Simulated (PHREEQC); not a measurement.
Solution (42 °C): 42 mmol/kgw NaOH and 1.9 mmol/kgw NaAlO2. Closed to the air; pH follows from the charge balance.

Equilibrium calculation in PHREEQC: ion-association model, phreeqc.dat.

```
quantity                  before   after
------------------------  ------  ------
pH                         12.01   12.00
ionic strength (mol/kgw)  0.0439  0.0610
SI of Gibbsite (Al(OH)3)   -1.02   -0.02
```

Question: What was changed between the two runs?
A. temperature from 42 to 15 °C
B. NaOH left out
C. NaAlO2 from 0.0019 to 0.019 mol/kgw
D. NaOH from 0.042 to 0.063 mol/kgw

Answer: C, NaAlO2 from 0.0019 to 0.019 mol/kgw

Precipitation was switched off in this run. Away from 25 °C the constants follow the database's enthalpies or fits; those with neither stay at their 25 °C values.
